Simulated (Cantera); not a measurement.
Feed: 1 mol SiH2Cl2, 3.8 mol NH3, 1.1 mol H2, held at 260 Pa.

Method: chemical equilibrium by Gibbs-energy minimisation in Cantera with the NASA 1993 tables (ideal gas, pure condensed phases). Candidate condensed phases: NH4Cl, Si, Si3N4; 28 gas species. The numbers say what is thermodynamically allowed, not how fast it happens.

Over these rows the condensed part is Si3N4(s). Partial pressures as log10 of bar:

```json
[
 {"T (K)": "1023", "1000/T (1/K)": "0.9775", "log p SiCl2": "-8.15", "log p H2": "-2.75", "log p HCl": "-3.29", "log p N2": "-3.49"},
 {"T (K)": "1048", "1000/T (1/K)": "0.9542", "log p SiCl2": "?", "log p H2": "-2.75", "log p HCl": "-3.29", "log p N2": "-3.49"},
 {"T (K)": "1073", "1000/T (1/K)": "0.9320", "log p SiCl2": "-7.51", "log p H2": "-2.75", "log p HCl": "-3.29", "log p N2": "-3.49"},
 {"T (K)": "1098", "1000/T (1/K)": "0.9107", "log p SiCl2": "-7.22", "log p H2": "-2.75", "log p HCl": "-3.29", "log p N2": "-3.49"},
 {"T (K)": "1123", "1000/T (1/K)": "0.8905", "log p SiCl2": "-6.94", "log p H2": "-2.75", "log p HCl": "-3.29", "log p N2": "-3.49"},
 {"T (K)": "1148", "1000/T (1/K)": "0.8711", "log p SiCl2": "-6.67", "log p H2": "-2.75", "log p HCl": "-3.29", "log p N2": "-3.49"}
]
```

Q: Fit log p(SiCl2) = a + b·(1000/T) to the five rows, give the apparent enthalpy, and predict the row at 1048 K.

A: Means: 1000/T = 0.9164, log p = -7.298. Sxy = -0.093530, Sxx = 0.0067320, so b = -13.89 and a = -7.298 − (-13.89)×0.9164 = 5.43.
Apparent enthalpy: −19.145 × (-13.89) = 266 kJ/mol. With the condensed phases at unit activity, 1/3 Si3N4(s) + 2 HCl(g) = SiCl2(g) + H2(g) + 2/3 N2(g) links this pressure to the main gases: over the six rows their terms move log p by +0.00 in all, so the slope is close to that reaction's ΔH°. The five rows lie within 0.01 of the line.
Prediction at 1048 K: 5.43 + (-13.89)×0.9542 = -7.82. The computed value is -7.82, 0.00 from the line.
